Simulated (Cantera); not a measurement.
A freely propagating, adiabatic, planar premixed flame of 45.7 % H2, 11.4 % O2, 42.9 % N2, equivalence ratio 2.0, unburnt at 423 K and 9.87 atm; mixture-averaged transport, grid criteria slope 0.08 and curve 0.16, no radiation.

Detailed kinetics in Cantera: the H2/O2 subset of GRI-Mech 3.0, which has no nitrogen chemistry. The hydrogen kinetics of GRI-Mech 3.0 are dated; newer H2 mechanisms differ, most at raised pressure. Burning velocities carry a grid error of a few per cent, more on coarse grids.

### Question
Predict: laminar burning velocity; thermal thickness; peak x(OH); peak x(H); peak x(HO2); peak x(H2O2).

### Answer
| Item | Result |
|---|---|
| laminar burning velocity | 429 cm/s |
| thermal thickness | 0.0222 mm |
| peak x(OH) | 0.00295 |
| peak x(H) | 0.0316 |
| peak x(HO2) | 0.00149 |
| peak x(H2O2) | 0.000150 |
